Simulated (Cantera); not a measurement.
# Stirred combustor or abatement burner

A perfectly stirred reactor is fed with C₂H₆ : O₂ : N₂ : CO₂ = 1 : 5.65 : 45.7 : 3.4 (molar parts), at 3.40 bar; it is adiabatic with a 550 K inlet, and is followed from long to short residence time, starting on the burning branch (τ in s: 0.048, 0.018, 0.0068, 0.0026, 0.00097, 0.00037, 0.00014, 5.2e-05, 2e-05, 7.4e-06).

Computed with Cantera and GRI-Mech 3.0 (53 species, 325 reactions).

```json
[
 {"τ (s)": "0.048", "T (K)": "1248", "x C₂H₆": "4.82e-5", "x O₂": "0.0405", "x CO₂": "0.0920", "x H₂O": "0.0526", "x HO₂": "2.85e-5", "x H": "2.07e-6"},
 {"τ (s)": "0.018", "T (K)": "550", "x C₂H₆": "0.0179", "x O₂": "0.101", "x CO₂": "0.0610", "x H₂O": "<1e-12", "x HO₂": "<1e-12", "x H": "<1e-12"},
 {"τ (s)": "0.0068", "T (K)": "550", "x C₂H₆": "0.0179", "x O₂": "0.101", "x CO₂": "0.0610", "x H₂O": "<1e-12", "x HO₂": "<1e-12", "x H": "<1e-12"},
 {"τ (s)": "0.0026", "T (K)": "550", "x C₂H₆": "0.0179", "x O₂": "0.101", "x CO₂": "0.0610", "x H₂O": "<1e-12", "x HO₂": "<1e-12", "x H": "<1e-12"},
 {"τ (s)": "0.00097", "T (K)": "550", "x C₂H₆": "0.0179", "x O₂": "0.101", "x CO₂": "0.0610", "x H₂O": "<1e-12", "x HO₂": "<1e-12", "x H": "<1e-12"},
 {"τ (s)": "0.00037", "T (K)": "550", "x C₂H₆": "0.0179", "x O₂": "0.101", "x CO₂": "0.0610", "x H₂O": "<1e-12", "x HO₂": "<1e-12", "x H": "<1e-12"},
 {"τ (s)": "0.00014", "T (K)": "550", "x C₂H₆": "0.0179", "x O₂": "0.101", "x CO₂": "0.0610", "x H₂O": "<1e-12", "x HO₂": "<1e-12", "x H": "<1e-12"},
 {"τ (s)": "5.2e-5", "T (K)": "550", "x C₂H₆": "0.0179", "x O₂": "0.101", "x CO₂": "0.0610", "x H₂O": "<1e-12", "x HO₂": "<1e-12", "x H": "<1e-12"},
 {"τ (s)": "2.0e-5", "T (K)": "550", "x C₂H₆": "0.0179", "x O₂": "0.101", "x CO₂": "0.0610", "x H₂O": "<1e-12", "x HO₂": "<1e-12", "x H": "<1e-12"},
 {"τ (s)": "7.4e-6", "T (K)": "550", "x C₂H₆": "0.0179", "x O₂": "0.101", "x CO₂": "0.0610", "x H₂O": "<1e-12", "x HO₂": "<1e-12", "x H": "<1e-12"}
]
```
x: mole fraction; the columns are a selection and need not sum to one.
